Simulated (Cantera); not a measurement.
# Silicon etching in halogen gases: Si + SF6 + N2

A closed system holds: 1 mol Si, 0.9 mol SF6, 99 mol N2, held at 1600 K.

Cantera equilibrium calculation (NASA polynomials, part measured and part estimated; ideal gas, pure solids and liquids). Candidate condensed phases: S, Si, Si3N4; 29 gas species. The tables' values for S2F2 (SSF2), SF3, FS2F (FSSF) are old estimates; treat these amounts as uncertain. Equilibrium is a limit: real reactors are often held back by kinetics, nucleation or transport.

```csv
P (Pa),x N2,x F,x SiF4,x SF2,x S2,x S,x S2F2 (SSF2),x SF
1,0.971,0.0136,0.00981,9.03e-6,0.00326,0.00218,6.46e-8,0.000107
4.20,0.972,0.0133,0.00982,7.96e-5,0.00369,0.00113,1.24e-6,0.000230
18,0.973,0.0121,0.00983,0.000578,0.00363,0.000543,1.85e-5,0.000428
75,0.976,0.00861,0.00985,0.00218,0.00282,0.000234,0.000126,0.000547
320,0.979,0.00445,0.00989,0.00405,0.00175,8.95e-5,0.000381,0.000461
1300,0.981,0.00197,0.00991,0.00499,0.00103,3.41e-5,0.000725,0.000315
5600,0.982,0.000777,0.00992,0.00516,0.000571,1.22e-5,0.00116,0.000192
24000,0.983,0.000305,0.00993,0.00491,0.000278,4.11e-6,0.00159,0.000109
100000,0.983,0.000125,0.00993,0.00451,0.000116,1.30e-6,0.00192,5.86e-5
```
x: gas mole fraction; nothing condenses.

From 1.00 Pa to 100000 Pa nothing is condensed. The main Si-bearing gas is SiF4 throughout.
